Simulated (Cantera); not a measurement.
Charge: 1 mol Si2H6, a varied amount of N2O, held at 375 °C and 13.3 mbar.

Method: chemical equilibrium by Gibbs-energy minimisation in Cantera with the NASA 1993 tables (ideal gas, pure condensed phases). Candidate condensed phases: H2O, Si, SiO2, Si2N2O, Si3N4; 35 gas species. The feed counts by its element totals alone. Kinetics and transport are ignored.

log p: log10 of the partial pressure in bar; n: condensed amount in mol.

```csv
n(N2O) (mol),log p N2,log p H2O,log p O2,log p H2,log p NH3,log p NO,log p NO2,n SiO2(α-quartz)
5.7,-2.06,-2.58,<-13,-2.70,-6.80,<-13,<-13,2.00
7.1,-2.03,?,?,<-13,<-13,?,?,2.00
9,-2.03,-2.51,-2.99,<-13,<-13,-9.22,-9.99,2.00
11,-2.04,-2.60,-2.78,<-13,<-13,-9.11,-9.78,2.00
14,-2.04,?,?,<-13,<-13,-9.05,?,2.00
18,-2.04,-2.82,-2.56,<-13,<-13,-9.01,-9.56,2.00
22,-2.04,-2.91,-2.51,<-13,<-13,-8.98,-9.52,2.00
28,-2.05,-3.02,-2.47,<-13,<-13,-8.96,-9.48,2.00
35,-2.05,-3.11,-2.44,<-13,<-13,-8.95,-9.45,2.00
45,-2.05,-3.22,-2.42,<-13,<-13,-8.94,-9.43,2.00
```

Q: Complete the blanks.

A: 
- 14, log p H2O: -2.71
- 14, log p O2: -2.64
- 14, log p NO2: -9.65
- 7.1, log p H2O: -2.40
- 7.1, log p O2: -4.18
- 7.1, log p NO: -9.81
- 7.1, log p NO2: -11.18
